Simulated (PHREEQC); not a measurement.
# Polishing slurry liquid: speciation

A solution holds 10 mmol/kgw KOH, 0.15 mmol/kgw Al(NO3)3 and 0.053 mmol/kgw CO2, at 55 °C. Closed to the air; pH follows from the charge balance.

The numbers come from PHREEQC with the ion-association model, phreeqc.dat.

This is a speciation only: nothing precipitates in the calculation.

Q: Estimate the pH.

A: pH 11.06.

Q: In which forms is C present?

A: CO3-2 92 %, HCO3- 8.4 % of the C.

Away from 25 °C the constants follow the database's enthalpies or fits; those with neither stay at their 25 °C values.
